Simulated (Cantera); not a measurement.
Feed: 1 mol Si₃N₄, 0.0065 mol O₂, 490 mol N₂, held at 100000 Pa.

Method: chemical equilibrium by Gibbs-energy minimisation in Cantera with the NASA 1993 tables (ideal gas, pure condensed phases). Candidate condensed phases: Si, SiO₂, Si₂N₂O, Si₃N₄; 16 gas species. Rates play no part.

Problem. At 1750 °C, list the 3 most abundant gas species with their mole fractions, and the condensed phases.

Solution. N₂ 1.000, SiO 2.65e-5, Si 2.08e-5. Condensed: Si₃N₄(s).
